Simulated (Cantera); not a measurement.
An adiabatic, constant-pressure homogeneous reactor starts with CH4 : C2H6 : O2 : N2 = 1 : 0.032 : 1.92 : 7.22 (molar parts), equivalence ratio 1.1, at 1348 K and 3750 Torr.

Detailed kinetics in Cantera: GRI-Mech 3.0 (53 species, 325 reactions).

Task: Predict: time of steepest temperature rise; temperature at 2.00 s; equilibrium temperature; x(O2) at 2.00 s; x(CH2O) at 2.00 s; x(H2O) at 2.00 s.

Result: 
* **time of steepest temperature rise**: 0.945 ms
* **temperature at 2.00 s**: 2800 K
* **equilibrium temperature**: 2800 K
* **x(O2) at 2.00 s**: 0.00747 (gas-phase equilibrium 0.00747)
* **x(CH2O) at 2.00 s**: 1.71e-9 (gas-phase equilibrium 1.71e-9)
* **x(H2O) at 2.00 s**: 0.169 (gas-phase equilibrium 0.169)
